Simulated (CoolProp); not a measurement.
Vapour-liquid equilibrium of propane (1) + R227EA (2) at 936 kPa; x and y are mole fractions of (1).

Model: multi-fluid Helmholtz-energy mixture model, Lemmon 2009 and Lemmon 2016; pair parameters Bell 2016, in CoolProp.

Task: Give the bubble temperature and the first vapour's composition at x = 0.05, 0.35, 0.95. Is there an azeotrope?

Result: x = 0.05: 318.7 K, y = 0.142; x = 0.35: 300.6 K, y = 0.574; x = 0.95: 296.2 K, y = 0.929. y crosses x between x = 0.75 and 0.85: the model has an azeotrope there.

Pair parameters are fitted to limited data, so mixtures are less certain than the pure fluids.
